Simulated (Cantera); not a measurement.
Input: 1 mol Fe2O3, 0.67 mol H2S, 0.041 mol O2, held at 1948 K and 158 Torr.

Cantera equilibrium calculation (NASA polynomials, part measured and part estimated; ideal gas, pure solids and liquids). Candidate condensed phases: Fe, FeO, Fe(OH)2, Fe(OH)3, FeS, FeSO4, FeS2, Fe2O3, Fe2(SO4)3, Fe3O4, H2O, H2SO4, S; 22 gas species. The tables' stoichiometric FeO is somewhat more stable than real wüstite, so its field is too wide. FeO: taken at fixed stoichiometry. Rates play no part.

Base state: H2O 0.426, SO2 0.236, S2 0.138, H2 0.133, SO 0.0351, H2S 0.0155, SH 0.00862, S2O 0.00345 (mole fractions); condensed: FeO(l).

Problem. What changes in the equilibrium state with this change: pressure from 158 Torr to 750 Torr?

Solution. 
```tsv
species	before	after
H2O	0.426	0.460
SO2	0.236	0.232
S2	0.138	0.145
H2	0.133	0.0996
SO	0.0351	0.0238
H2S	0.0155	0.0259
Fe(OH)2	0.000132	0.000143
Fe	0.000139	2.02e-5
H	0.000901	0.000357
S	0.00182	0.000853
FeO(l), mol	2.00	2.00
```
